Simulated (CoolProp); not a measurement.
Isobutane along the isotherm 370.2 K: fugacity coefficient from the reference equation and from simpler models built on Tc = 407.8 K, pc = 3.629 MPa, ω = 0.184; each cubic takes its own stable root.

Model: reference Helmholtz-energy equation of state, Bücker 2006, in CoolProp.

| p (MPa) | phase | reference | van der Waals | Soave-Redlich-Kwong |
|---|---|---|---|---|
| 1.01 | gas | 0.8724 | 0.8962 | 0.8735 |
| 2.02 | liquid | 0.7123 | 0.7908 | … |
| 3.02 | liquid | 0.4973 | 0.6250 | 0.5072 |
| 4.03 | liquid | … | … | 0.3987 |
| 5.04 | liquid | 0.3241 | … | 0.3340 |
| 6.05 | liquid | 0.2814 | 0.3775 | 0.2912 |
| 7.06 | liquid | 0.2511 | 0.3436 | 0.2610 |
| 8.06 | liquid | 0.2289 | … | 0.2388 |
| 9.07 | liquid | 0.2117 | … | 0.2216 |

**Question.** Complete the blanks.

**Answer.** 
- 2.02, Soave-Redlich-Kwong: 0.7221
- 4.03, reference: 0.3888
- 4.03, van der Waals: 0.5003
- 5.04, van der Waals: 0.4262
- 8.06, van der Waals: 0.3190
- 9.07, van der Waals: 0.3004

At some of these states van der Waals gives the other phase, because its saturation line lies elsewhere.
